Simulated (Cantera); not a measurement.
## Low-pressure radical oxidation in H2/O2

An isothermal, constant-pressure homogeneous reactor starts with 0.823 % H2, 99.2 % O2, at 1200 K and 0.00188 atm.

Cantera simulation using the H2/O2 subset of GRI-Mech 3.0, which has no nitrogen chemistry; the numbers are that mechanism's predictions, not measurements. Radical loss at walls, strong at low pressure, is not modelled.

```json
[
 {"t (s)": "3.00e-6", "x H2": "0.00823", "x O2": "0.992", "x H": "3.19e-12", "x HO2": "3.21e-12", "x H2O": "<1e-12"},
 {"t (s)": "8.77e-6", "x H2": "0.00823", "x O2": "0.992", "x H": "9.23e-12", "x HO2": "9.37e-12", "x H2O": "<1e-12"},
 {"t (s)": "2.56e-5", "x H2": "0.00823", "x O2": "0.992", "x H": "2.62e-11", "x HO2": "2.74e-11", "x H2O": "<1e-12"},
 {"t (s)": "7.50e-5", "x H2": "0.00823", "x O2": "0.992", "x H": "7.08e-11", "x HO2": "8.01e-11", "x H2O": "<1e-12"},
 {"t (s)": "0.000219", "x H2": "0.00823", "x O2": "0.992", "x H": "1.67e-10", "x HO2": "2.34e-10", "x H2O": "1.89e-12"},
 {"t (s)": "0.000641", "x H2": "0.00823", "x O2": "0.992", "x H": "3.06e-10", "x HO2": "6.85e-10", "x H2O": "3.51e-11"},
 {"t (s)": "0.00187", "x H2": "0.00823", "x O2": "0.992", "x H": "5.06e-10", "x HO2": "2.00e-9", "x H2O": "5.00e-10"},
 {"t (s)": "0.00548", "x H2": "0.00823", "x O2": "0.992", "x H": "1.41e-9", "x HO2": "5.85e-9", "x H2O": "6.61e-9"},
 {"t (s)": "0.0160", "x H2": "0.00823", "x O2": "0.992", "x H": "1.73e-8", "x HO2": "1.72e-8", "x H2O": "1.80e-7"},
 {"t (s)": "0.0468", "x H2": "0.00793", "x O2": "0.991", "x H": "1.96e-5", "x HO2": "9.52e-8", "x H2O": "0.000221"},
 {"t (s)": "0.137", "x H2": "3.25e-5", "x O2": "0.984", "x H": "0.000320", "x HO2": "1.12e-7", "x H2O": "0.00770"},
 {"t (s)": "0.400", "x H2": "2.86e-5", "x O2": "0.984", "x H": "0.000302", "x HO2": "1.09e-7", "x H2O": "0.00773"},
 {"t (s)": "1.17", "x H2": "2.66e-5", "x O2": "0.985", "x H": "0.000271", "x HO2": "1.05e-7", "x H2O": "0.00776"},
 {"t (s)": "3.42", "x H2": "2.20e-5", "x O2": "0.986", "x H": "0.000201", "x HO2": "9.62e-8", "x H2O": "0.00783"},
 {"t (s)": "10.0", "x H2": "1.35e-5", "x O2": "0.988", "x H": "9.54e-5", "x HO2": "7.59e-8", "x H2O": "0.00796"}
]
```
x: mole fraction; the columns are a selection and need not sum to one.

Equilibrium at this temperature and pressure: H2 2.43e-9, O2 0.992, H 2.25e-10, HO2 2.58e-9, H2O 0.00826 (gas phase only).
